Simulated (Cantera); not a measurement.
Charge: 1 mol Pb, 2.5 mol CO₂, 1.6 mol CO, held at 46.0 mbar.

Method: chemical equilibrium by Gibbs-energy minimisation in Cantera with the NASA 1993 tables (ideal gas, pure condensed phases). Candidate condensed phases: C, Pb, PbO, PbO₂, Pb₃O₄; 15 gas species. Kinetics and transport are ignored.

Task: What share of the Pb ends up in condensed phases as a function of T (K), at 825, 875, 925, 975, 1025, 1075, 1125, 1175, 1225, 1275, 1325, 1375, 1425?

Result: 
```
T (K)  Pb condensed (%)     as
-----  ----------------  -----
825               100.0  Pb(l)
875               100.0  Pb(l)
925               100.0  Pb(l)
975                99.9  Pb(l)
1025               99.8  Pb(l)
1075               99.3  Pb(l)
1125               98.3  Pb(l)
1175               96.1  Pb(l)
1225               91.5  Pb(l)
1275               82.5  Pb(l)
1325               65.1  Pb(l)
1375               31.7  Pb(l)
1425                0.0      -
```
